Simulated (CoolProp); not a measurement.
R404A along the isobar 4770 kPa: Z from the reference equation and from simpler models built on Tc = 345.3 K, pc = 3735 kPa, ω = 0.293; each cubic takes its own stable root.

Model: reference Helmholtz-energy equation of state, Lemmon 2003, in CoolProp. It is a pseudo-pure fit of the blend.

```
T (K)          phase  reference
-----  -------------  ---------
259.4         liquid     0.1770
286.1         liquid     0.1737
312.9         liquid     0.1768
339.6         liquid     0.1964
366.3  supercritical     0.4712
393.1  supercritical     0.6626
419.8  supercritical     0.7563
446.5  supercritical     0.8168
473.3  supercritical     0.8597
500    supercritical     0.8915
```

How far does each simpler model (van der Waals, Redlich-Kwong, Peng-Robinson) lie from the reference over these 10 states: mean and median of the absolute difference, and the worst?


- van der Waals: mean 29.3 %, median 8.8 %, worst +67.9 % at 259.4 K and 4770 kPa
- Redlich-Kwong: mean 10.7 %, median 3.0 %, worst +27.0 % at 339.6 K and 4770 kPa
- Peng-Robinson: mean 2.3 %, median 0.5 %, worst +12.2 % at 339.6 K and 4770 kPa
